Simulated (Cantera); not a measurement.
Input: 1 mol HgO, a varied amount of N2, held at 800 K and 0.0133 bar.

Cantera equilibrium calculation (NASA polynomials, part measured and part estimated; ideal gas, pure solids and liquids). Candidate condensed phases: Hg, HgO; 10 gas species. Rates play no part.

x: gas mole fraction; nothing condenses.

```
n(N2) (mol)   x N2    x Hg     x O2     x NO    x NO2
-----------  -----  ------  -------  -------  -------
6.7          0.817   0.122   0.0610  1.10e-6  2.12e-8
8.3          0.847   0.102   0.0510  1.02e-6  1.80e-8
10           0.870  0.0870   0.0435  9.58e-7  1.56e-8
12           0.889  0.0741   0.0370  8.94e-7  1.34e-8
15           0.909       ?        ?        ?        ?
19           0.927  0.0488   0.0244  7.41e-7  9.02e-9
23           0.939  0.0408   0.0204  6.82e-7  7.59e-9
28           0.949       ?        ?        ?        ?
34           0.958  0.0282   0.0141  5.72e-7  5.29e-9
42           0.966  0.0230   0.0115  5.19e-7  4.34e-9
52           0.972  0.0187  0.00935  4.69e-7  3.54e-9
```

Task: What belongs in the gaps?

Result: 
- 15, x Hg: 0.0606
- 15, x O2: 0.0303
- 15, x NO: 8.17e-7
- 15, x NO2: 1.11e-8
- 28, x Hg: 0.0339
- 28, x O2: 0.0169
- 28, x NO: 6.25e-7
- 28, x NO2: 6.34e-9
